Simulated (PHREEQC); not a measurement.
Consider water at 25 °C with 0.068 mol/kgw NH4HF2, 0.00018 mol/kgw (NH4)2SiF6 and 0.0013 mol/kgw HBF4. Closed to the air; pH follows from the charge balance.

Computed with PHREEQC (ion-association model, wateq4f.dat).

Each row changes one thing in this solution. Precipitation was switched off in this run.

```csv
case,pH,ionic strength (mol/kgw),F- (mol/kgw),HF (mol/kgw),HF2- (mol/kgw),H2F2 (mol/kgw)
as made,3.15,0.0694,0.0571,0.0466,0.0104,0.00575
temperature from 25 to 90 °C,3.61,0.0688,0.0544,0.0552,0.0126,0.000601
NH4HF2 from 0.068 to 0.034 mol/kgw,3.14,0.0354,0.0303,0.0273,0.00321,0.00196
(NH4)2SiF6 replaced by CsF at the same molality,3.16,0.0690,0.0573,0.0466,0.0104,0.00575
(NH4)2SiF6 from 0.00018 to 0.0009 mol/kgw,3.15,0.0715,0.0571,0.0466,0.0104,0.00575
```

wateq4f.dat counts part of the HF as a dimer, H2F2, which phreeqc.dat doesn't know; its constant is uncertain. Away from 25 °C the constants follow the database's enthalpies or fits; those with neither stay at their 25 °C values. SiF6-2 is the database's only silicon fluoride. Real BF4- forms and hydrolyses slowly; the run takes it at equilibrium.
